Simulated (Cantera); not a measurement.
Charge: 1 mol B₂O₃, 1.9 mol H₂, 5.2 mol N₂, held at 1850 K and 10000 Pa.

Cantera equilibrium calculation (NASA polynomials, part measured and part estimated; ideal gas, pure solids and liquids). Candidate condensed phases: B, BN, B₂O₃, B₃O₃H₃, H₂O; 39 gas species. Kinetics and transport are ignored.

Base state: N₂ 0.660, H₂ 0.215, B₂O₃ 0.0673, HBO₂ 0.0298, HBO 0.0190, B₂O₂ 0.00585, BO 0.00118, H₂O 0.00106 (mole fractions); condensed: B₂O₃(l).

Task: What changes in the equilibrium state with this change: temperature from 1850 K to 2200 K?

Result: 
```tsv
species	before	after
N₂	0.660	0.635
H₂	0.215	0.191
B₂O₃	0.0673	0.0752
HBO₂	0.0298	0.0433
BO	0.00118	0.0123
HBO	0.0190	0.0248
OH	2.89e-7	1.97e-5
BO₂	9.79e-6	0.000296
B₂O₃(l), mol	0.226	0
```
